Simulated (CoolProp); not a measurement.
Hydrogen chloride along the isobar 3.2 MPa: fugacity coefficient from the reference equation and from simpler models built on Tc = 324.7 K, pc = 8.314 MPa, ω = 0.130; each cubic takes its own stable root.

Model: reference Helmholtz-energy equation of state, Thol 2018, in CoolProp.

```
T (K)  phase  reference  Redlich-Kwong  Soave-Redlich-Kwong  Peng-Robinson
-----  -----  ---------  -------------  -------------------  -------------
312.7    gas     0.8426         0.8569               0.8557         0.8430
338.1    gas     0.8770         0.8860               0.8871         0.8749
363.5    gas     0.9017         0.9079               0.9109         0.8992
388.9    gas     0.9202         0.9249               0.9292         0.9182
414.3    gas     0.9344         0.9382               0.9436         0.9332
439.7    gas     0.9457         0.9488               0.9550         0.9452
465.1    gas     0.9548         0.9573               0.9641         0.9549
490.5    gas     0.9622         0.9643               0.9715         0.9629
```
